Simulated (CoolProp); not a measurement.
A single-stage vapour-compression cycle with CH3F (R41): evaporating at 204.15 K (dew point), condensing at 248.15 K (bubble point), superheat 8 K, subcooling 0 K, compressor efficiency 0.65, no pressure losses. Each further row changes one setting.

Model: reference Helmholtz-energy equation of state, Lemmon 2006, in CoolProp. It is a short technical equation, of lower accuracy than the large ones.

```json
[
 {"case": "as stated", "cooling COP": "2.35", "pressure ratio": "5.87", "discharge temperature (K)": "364.8", "refrigerating effect (kJ/kg)": "388", "volumetric capacity (kJ/m³)": "1300"},
 {"case": "evaporating temperature 209.15 K", "cooling COP": "2.79", "pressure ratio": "4.61", "discharge temperature (K)": "348.1", "refrigerating effect (kJ/kg)": "392", "volumetric capacity (kJ/m³)": "1650"},
 {"case": "condensing temperature 243.15 K", "cooling COP": "2.73", "pressure ratio": "4.96", "discharge temperature (K)": "348.8", "refrigerating effect (kJ/kg)": "400", "volumetric capacity (kJ/m³)": "1340"},
 {"case": "subcooling 5 K", "cooling COP": "2.42", "pressure ratio": "5.87", "discharge temperature (K)": "364.8", "refrigerating effect (kJ/kg)": "400", "volumetric capacity (kJ/m³)": "1340"},
 {"case": "superheat 18 K", "cooling COP": "2.30", "pressure ratio": "5.87", "discharge temperature (K)": "380.9", "refrigerating effect (kJ/kg)": "400", "volumetric capacity (kJ/m³)": "1270"},
 {"case": "compressor efficiency 0.55", "cooling COP": "1.99", "pressure ratio": "5.87", "discharge temperature (K)": "387.6", "refrigerating effect (kJ/kg)": "388", "volumetric capacity (kJ/m³)": "1300"}
]
```
